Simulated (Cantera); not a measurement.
Input (Python, Cantera) and output of one run.

```python
import numpy as np
import cantera as ct

gas_names = """
    C CN CO CO2 C2 CCN CNC C2N2 C2O C3 C3O2 C4 C4N2 C5 N NCO NO NO2 NO3 N2 N2O O O2 O3 Si SiC SiC2 SiN
    SiO SiO2 Si2 Si2C Si2N Si3
""".split()
cond_names = """
    C(gr) Si(cr) Si(L) SiC(b) SiO2(Lqz) SiO2(hqz) SiO2(L) Si2N2O(s) Si3N4(a)
""".split()


# ... load() reads the species with a 1 bar reference pressure and builds the phases ...
atoms = {
    'Si': {'Si': 1},
    'CO': {'C': 1, 'O': 1},
    'N2': {'N': 2},
}
top_T = {'C(gr)': 4500, 'SiC(b)': 3050, 'Si2N2O(s)': 2100, 'Si3N4(a)': 2400}  # K; cautious upper limits of use, not melting points


# ... equilibrate(T, P, feed) seeds the gas with the atoms and calls Mixture.equilibrate('TP', solver="vcs", rtol=1e-11, max_steps=5000) ...
results = []
T = 675  # K
P = 100000  # Pa
for m in [0.3, 0.72, 1.1, 1.6, 2, 2.4, 2.8, 3.3]:
    feed = {'Si': 1, 'CO': m, 'N2': 7.1}  # mol
    mix = equilibrate(T, P, feed)
    results.append((T, P, feed, dict(zip(mix.species_names, mix.species_moles))))
    x = sorted(zip(gas.X, gas.species_names), reverse=True)
    print(f"T = {T:g} K  P = {P:g} Pa  n(CO) = {m:g} mol  gas = {mix.phase_moles(0):.4g} mol")
    print("   x: " + "  ".join(f"{s} {v:.3e}" for v, s in x if v > 1e-06))
    print("   condensed (mol): " + ("  ".join(f"{mix.phase(i).name} {mix.phase_moles(i):.4g}"
          for i in range(1, mix.n_phases) if mix.phase_moles(i) > 1e-12) or "none"))
```

Result:

```
T = 675 K  P = 100000 Pa  n(CO) = 0.3 mol  gas = 6.533 mol
   x: N2 1.000e+00
   condensed (mol): C(gr) 0.3  Si2N2O(s) 0.3  Si3N4(a) 0.1333
T = 675 K  P = 100000 Pa  n(CO) = 0.72 mol  gas = 6.673 mol
   x: N2 1.000e+00
   condensed (mol): C(gr) 0.72  SiO2(Lqz) 0.1467  Si2N2O(s) 0.4267
T = 675 K  P = 100000 Pa  n(CO) = 1.1 mol  gas = 6.8 mol
   x: N2 1.000e+00
   condensed (mol): C(gr) 1.1  SiO2(Lqz) 0.4  Si2N2O(s) 0.3
T = 675 K  P = 100000 Pa  n(CO) = 1.6 mol  gas = 6.967 mol
   x: N2 1.000e+00
   condensed (mol): C(gr) 1.6  SiO2(Lqz) 0.7333  Si2N2O(s) 0.1333
T = 675 K  P = 100000 Pa  n(CO) = 2 mol  gas = 7.1 mol
   x: N2 1.000e+00
   condensed (mol): C(gr) 2  SiO2(Lqz) 1  Si2N2O(s) 2.755e-08
T = 675 K  P = 100000 Pa  n(CO) = 2.4 mol  gas = 7.305 mol
   x: N2 9.719e-01  CO2 2.664e-02  CO 1.482e-03
   condensed (mol): C(gr) 2.195  SiO2(Lqz) 1
T = 675 K  P = 100000 Pa  n(CO) = 2.8 mol  gas = 7.508 mol
   x: N2 9.457e-01  CO2 5.224e-02  CO 2.075e-03
   condensed (mol): C(gr) 2.392  SiO2(Lqz) 1
T = 675 K  P = 100000 Pa  n(CO) = 3.3 mol  gas = 7.76 mol
   x: N2 9.149e-01  CO2 8.246e-02  CO 2.607e-03
   condensed (mol): C(gr) 2.64  SiO2(Lqz) 1
```

These are equilibrium values from Cantera (NASA tables, ideal gas, pure condensed phases), not measurements of a reactor. N2 is the only nitrogen source here; it is nearly inert below about 1500 K, so the nitride shown seldom forms there in practice.
